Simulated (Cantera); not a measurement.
A Cantera script and what it prints.

```python
import numpy as np
import cantera as ct

gas_names = """
    F F2 H HF H2 H2F2 H3F3 H4F4 H5F5 H6F6 H7F7 Si SiF SiF2 SiF3 SiF4 SiH SiHF3 SiH2 SiH2F2 SiH3 SiH3F
    SiH4 Si2 Si3
""".split()
cond_names = """
    Si(cr) Si(L)
""".split()


# ... load() reads the species with a 1 bar reference pressure and builds the phases ...
atoms = {
    'Si': {'Si': 1},
    'HF': {'H': 1, 'F': 1},
}
top_T = {}  # K; cautious upper limits of use, not melting points


# ... equilibrate(T, P, feed) seeds the gas with the atoms and calls Mixture.equilibrate('TP', solver="vcs", rtol=1e-11, max_steps=5000) ...
results = []
feed = {'Si': 1, 'HF': 4.2}  # mol
P = 460  # Pa
for T in [625, 775, 925, 1075, 1225, 1375, 1525]:
    mix = equilibrate(T, P, feed)
    results.append((T, P, feed, dict(zip(mix.species_names, mix.species_moles))))
    x = sorted(zip(gas.X, gas.species_names), reverse=True)
    print(f"T = {T:g} K  P = {P:g} Pa  gas = {mix.phase_moles(0):.4g} mol")
    print("   x: " + "  ".join(f"{s} {v:.3e}" for v, s in x if v > 1e-05))
    print("   condensed (mol): " + ("  ".join(f"{mix.phase(i).name} {mix.phase_moles(i):.4g}"
          for i in range(1, mix.n_phases) if mix.phase_moles(i) > 1e-12) or "none"))
```

Output:

```
T = 625 K  P = 460 Pa  gas = 3.2 mol
   x: H2 6.250e-01  SiF4 3.125e-01  HF 6.250e-02
   condensed (mol): none
T = 775 K  P = 460 Pa  gas = 3.2 mol
   x: H2 6.250e-01  SiF4 3.125e-01  HF 6.250e-02
   condensed (mol): none
T = 925 K  P = 460 Pa  gas = 3.2 mol
   x: H2 6.250e-01  SiF4 3.125e-01  HF 6.250e-02
   condensed (mol): none
T = 1075 K  P = 460 Pa  gas = 3.2 mol
   x: H2 6.250e-01  SiF4 3.125e-01  HF 6.253e-02  SiHF3 2.113e-05
   condensed (mol): none
T = 1225 K  P = 460 Pa  gas = 3.2 mol
   x: H2 6.247e-01  SiF4 3.121e-01  HF 6.283e-02  SiF3 2.059e-04  SiHF3 1.345e-04
   condensed (mol): none
T = 1375 K  P = 460 Pa  gas = 3.205 mol
   x: H2 6.221e-01  SiF4 3.086e-01  HF 6.584e-02  SiF3 2.851e-03  SiHF3 5.368e-04  H 3.985e-05  SiF2 1.904e-05
   condensed (mol): none
T = 1525 K  P = 460 Pa  gas = 3.232 mol
   x: H2 6.078e-01  SiF4 2.895e-01  HF 8.247e-02  SiF3 1.810e-02  SiHF3 1.249e-03  SiF2 6.168e-04  H 2.719e-04
   condensed (mol): none
```

Cantera equilibrium calculation (NASA polynomials, part measured and part estimated; ideal gas, pure solids and liquids). The tables' values for SiF3, SiF2 are old estimates; treat these amounts as uncertain.
